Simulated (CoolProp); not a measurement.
Saturation properties of hydrogen chloride (Tc = 324.7 K, pc = 8.314 MPa, ω = 0.130).

Values from CoolProp's reference Helmholtz-energy equation of state, Thol 2018.

| T (K) | p (MPa) | liquid density (kg/m³) | vapour density (kg/m³) | enthalpy of vaporisation (kJ/kg) | liquid cp (kJ/(kg K)) |
|---|---|---|---|---|---|
| 231.9 | 0.7322 | 1068 | 15.56 | 388.7 | 1.739 |
| 236.9 | 0.8737 | [?] | 18.45 | 381.1 | 1.758 |
| 242 | 1.038 | 1037 | 21.83 | 372.9 | 1.781 |
| 247 | 1.221 | 1021 | 25.62 | [?] | 1.806 |
| 252.1 | 1.431 | [?] | 30.01 | 355.3 | 1.837 |
| 257.1 | 1.661 | 987.4 | 34.92 | 345.9 | 1.871 |
| 262.1 | 1.918 | 969.7 | 40.49 | 335.9 | 1.912 |
| 267.2 | 2.210 | 950.9 | 46.97 | 325.1 | 1.962 |
| 272.2 | 2.526 | 931.6 | 54.22 | [?] | 2.020 |
| 277.3 | 2.881 | 910.8 | 62.69 | 301.4 | 2.093 |
| 282.3 | 3.265 | 889.2 | 72.26 | 288.3 | 2.181 |
| 287.3 | 3.685 | 866.1 | 83.33 | 274.0 | 2.294 |
| 292.4 | 4.155 | 840.8 | 96.55 | 258.0 | 2.447 |
| 297.4 | 4.657 | 813.6 | 111.9 | 240.6 | 2.652 |

Question: What belongs in the gaps?

Answer: 
- 236.9, liquid density (kg/m³): 1053
- 247, enthalpy of vaporisation (kJ/kg): 364.4
- 252.1, liquid density (kg/m³): 1004
- 272.2, enthalpy of vaporisation (kJ/kg): 313.8

It boils at 188.2 K under 1 atm.
